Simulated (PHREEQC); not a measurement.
Alkaline etch or developer: speciation

Consider water at 25 °C with 0.0083 mol/kgw TMAH, 0.00088 mol/kgw CO2 and 0.0063 mol/kgw K3PO4. Closed to the air; pH follows from the charge balance.

All values are PHREEQC results (ion-association model, phreeqc.dat), not measurements.

Each row changes one thing in this solution. This is a speciation only: nothing precipitates in the calculation.

```
case                                        pH  ionic strength (mol/kgw)  HCO3- (mol/kgw)  CO2 (mol/kgw)
----------------------------------  ----------  ------------------------  ---------------  -------------
as made                                  11.90                    0.0403          1.37e-5       3.20e-11
K3PO4 left out                           11.77                (withheld)          2.34e-5     (withheld)
CO2 from 0.00088 to 0.0088 mol/kgw       10.31                    0.0390          0.00339     (withheld)
0.013 mol/kgw H2SO4 added                 2.67                    0.0400          2.21e-7       0.000880
temperature from 25 to 15 °C        (withheld)                    0.0420          8.46e-6       1.13e-11
```

Some entries are withheld; supply them.


- K3PO4 left out, ionic strength (mol/kgw): 0.00916
- K3PO4 left out, CO2 (mol/kgw): 8.12e-11
- CO2 from 0.00088 to 0.0088 mol/kgw, CO2 (mol/kgw): 3.13e-7
- temperature from 25 to 15 °C, pH: 12.21

(CH3)4N+ isn't in the database: it is added as a free cation with an ion size of 4 Å.
